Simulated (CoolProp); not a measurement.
A simple Rankine cycle with hexamethyldisiloxane (MM): condensing at 312.15 K, boiler at 0.889 MPa, turbine inlet 511.2 K, turbine efficiency 0.8, pump efficiency 0.6, no recuperator. Each further row changes one setting.

Computed with CoolProp (reference Helmholtz-energy equation of state, Thol 2016).

```
case                             thermal efficiency (%)  net work (kJ/kg)  heat in (kJ/kg)  turbine exit temperature (K)  volume ratio over the turbine
-------------------------------  ----------------------  ----------------  ---------------  ----------------------------  -----------------------------
as stated                                          14.3              80.1              558                         460.2                           91.5
turbine inlet 531.2 K                              14.0              84.2                …                         480.5                           88.5
condensing temperature 304.15 K                    15.2              86.9                …                         456.6                            132
boiler pressure 0.622 MPa                          13.4              75.7                …                         466.2                           59.9
turbine efficiency 0.7                             12.5              69.8              558                         465.6                           92.6
```

Problem. Complete the blanks.

Solution. 
- turbine inlet 531.2 K, heat in (kJ/kg): 601
- condensing temperature 304.15 K, heat in (kJ/kg): 573
- boiler pressure 0.622 MPa, heat in (kJ/kg): 565
